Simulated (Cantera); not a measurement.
Input (Python, Cantera) and output of one run.

```python
import numpy as np
import cantera as ct

gas_names = """
    H HNO HNO2 HNO3 HO2 H2 H2O H2O2 N NH NH2 NH3 NH2OH NO NO2 NO3 N2 N2H2 N2H4 N2O O OH O2 O3 Si SiH
    SiH2 SiH3 SiH4 SiN SiO SiO2 Si2 Si2N Si3
""".split()
cond_names = """
    H2O(s) H2O(L) Si(cr) Si(L) SiO2(Lqz) SiO2(hqz) SiO2(L) Si2N2O(s) Si3N4(a)
""".split()


# ... load() reads the species with a 1 bar reference pressure and builds the phases ...
atoms = {
    'Si3N4': {'Si': 3, 'N': 4},
    'N2O': {'N': 2, 'O': 1},
    'H2': {'H': 2},
}
top_T = {'Si2N2O(s)': 2100, 'Si3N4(a)': 2400}  # K; cautious upper limits of use, not melting points


# ... equilibrate(T, P, feed) seeds the gas with the atoms and calls Mixture.equilibrate('TP', solver="vcs", rtol=1e-11, max_steps=5000) ...
results = []
feed = {'Si3N4': 1, 'N2O': 1.1, 'H2': 3.5}  # mol
P = 6700  # Pa
for T in [1275, 1375, 1475, 1575, 1675, 1775, 1875, 1975]:
    mix = equilibrate(T, P, feed)
    results.append((T, P, feed, dict(zip(mix.species_names, mix.species_moles))))
    x = sorted(zip(gas.X, gas.species_names), reverse=True)
    print(f"T = {T:g} K  P = {P:g} Pa  gas = {mix.phase_moles(0):.4g} mol")
    print("   x: " + "  ".join(f"{s} {v:.3e}" for v, s in x if v > 0.0001))
    print("   condensed (mol): " + ("  ".join(f"{mix.phase(i).name} {mix.phase_moles(i):.4g}"
          for i in range(1, mix.n_phases) if mix.phase_moles(i) > 1e-12) or "none"))
```

Output:

```
T = 1275 K  P = 6700 Pa  gas = 4.967 mol
   x: H2 7.047e-01  N2 2.953e-01
   condensed (mol): Si2N2O(s) 1.1  Si3N4(a) 0.2667
T = 1375 K  P = 6700 Pa  gas = 4.967 mol
   x: H2 7.047e-01  N2 2.953e-01
   condensed (mol): Si2N2O(s) 1.1  Si3N4(a) 0.2667
T = 1475 K  P = 6700 Pa  gas = 4.967 mol
   x: H2 7.047e-01  N2 2.953e-01
   condensed (mol): Si2N2O(s) 1.1  Si3N4(a) 0.2667
T = 1575 K  P = 6700 Pa  gas = 4.967 mol
   x: H2 7.046e-01  N2 2.953e-01  H 1.348e-04
   condensed (mol): Si2N2O(s) 1.1  Si3N4(a) 0.2667
T = 1675 K  P = 6700 Pa  gas = 4.969 mol
   x: H2 7.042e-01  N2 2.952e-01  H 3.764e-04  SiO 2.150e-04
   condensed (mol): Si2N2O(s) 1.099  Si3N4(a) 0.267
T = 1775 K  P = 6700 Pa  gas = 4.984 mol
   x: H2 7.018e-01  N2 2.950e-01  SiO 2.183e-03  H 9.368e-04
   condensed (mol): Si2N2O(s) 1.089  Si3N4(a) 0.2702
T = 1875 K  P = 6700 Pa  gas = 5.707 mol
   x: H2 6.122e-01  N2 3.680e-01  SiO 1.756e-02  H 1.982e-03  Si 1.352e-04
   condensed (mol): Si(L) 0.8989  Si2N2O(s) 0.9998
T = 1975 K  P = 6700 Pa  gas = 7.718 mol
   x: H2 4.516e-01  N2 4.016e-01  SiO 1.425e-01  H 3.553e-03  Si 4.825e-04
   condensed (mol): Si(L) 1.895
```

Method: chemical equilibrium by Gibbs-energy minimisation in Cantera with the NASA 1993 tables (ideal gas, pure condensed phases). Mutual solubility and eutectic melting of coexisting phases are not modelled. The tables' values for SiN are old estimates; treat these amounts as uncertain. Gases not in the tables: Si2H6 and higher silanes.
